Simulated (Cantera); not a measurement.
A closed system holds: 1 mol SiC, a varied amount of O₂, 21 mol H₂, equilibrated at 1400 K and 101000 Pa.

Equilibrium computed with Cantera from the NASA thermochemical tables; the gas is ideal and each condensed phase is pure. Candidate condensed phases: C, C₆H₆, C₇H₈, C₈H₁₈, H₂O, Si, SiC, SiO₂; 123 gas species. Mutual solubility and eutectic melting of coexisting phases are not modelled. The tables hold silica as quartz up to 1696 K and as liquid above; real silica turns to tridymite and cristobalite and melts near 1996 K. The numbers say what is thermodynamically allowed, not how fast it happens.

Which condensed phases are stable at each of these points (n(O₂) (mol)): 0.004, 0.006, 0.0091, 0.014, 0.021, 0.032, 0.048, 0.072, 0.11, 0.17, 0.25, 0.38?


```tsv
n(O₂) (mol)	condensed phases	Si condensed (%)
0.004	SiC(s) + SiO₂(β-quartz)	99.9
0.006	SiC(s) + SiO₂(β-quartz)	100.0
0.0091	SiC(s) + SiO₂(β-quartz)	100.0
0.014	SiC(s) + SiO₂(β-quartz)	100.0
0.021	SiC(s) + SiO₂(β-quartz)	100.0
0.032	SiC(s) + SiO₂(β-quartz)	100.0
0.048	SiC(s) + SiO₂(β-quartz)	100.0
0.072	SiC(s) + SiO₂(β-quartz)	100.0
0.11	SiC(s) + SiO₂(β-quartz)	100.0
0.17	SiC(s) + SiO₂(β-quartz)	100.0
0.25	C(graphite) + SiC(s) + SiO₂(β-quartz)	100.0
0.38	C(graphite) + SiC(s) + SiO₂(β-quartz)	100.0
```

From 0.004 mol O₂ to 0.17 mol O₂ the condensed part is SiC(s) + SiO₂(β-quartz). From 0.25 mol O₂ to 0.38 mol O₂ the condensed part is C(graphite) + SiC(s) + SiO₂(β-quartz).
